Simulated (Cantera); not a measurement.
# Abatement and gas-phase synthesis: HF + H2O + H2 + SO2

Charge: 1 mol HF, 1.2 mol H2O, 12 mol H2, a varied amount of SO2, equilibrated at 3227 °C and 200000 Pa.

Method: chemical equilibrium by Gibbs-energy minimisation in Cantera with the NASA 1993 tables (ideal gas, pure condensed phases). Candidate condensed phases: H2O, H2SO4, S; 43 gas species. Rates play no part.

From 0.028 mol SO2 to 0.63 mol SO2 nothing is condensed.

```
n(SO2) (mol)   x H2    x H   x H2O    x HF    x OH       x S
------------  -----  -----  ------  ------  ------  --------
0.028         0.556  0.311  0.0543  0.0581  0.0140  0.000846
0.038         0.554  0.311  0.0550  0.0581  0.0142   0.00114
0.052         0.553  0.310  0.0561  0.0580  0.0145   0.00156
0.071         0.550  0.310  0.0575  0.0579  0.0149   0.00211
0.097         0.547  0.309  0.0593  0.0578  0.0154   0.00286
0.13          0.543  0.308  0.0617  0.0577  0.0161   0.00379
0.18          0.537  0.306  0.0651  0.0576  0.0171   0.00516
0.25          0.529  0.304  0.0698  0.0573  0.0185   0.00699
0.34          0.519  0.301  0.0757  0.0570  0.0202   0.00923
0.46          0.506  0.297  0.0830  0.0566  0.0224    0.0120
0.63          0.489  0.292  0.0927  0.0560  0.0255    0.0156
```
x: gas mole fraction; nothing condenses.
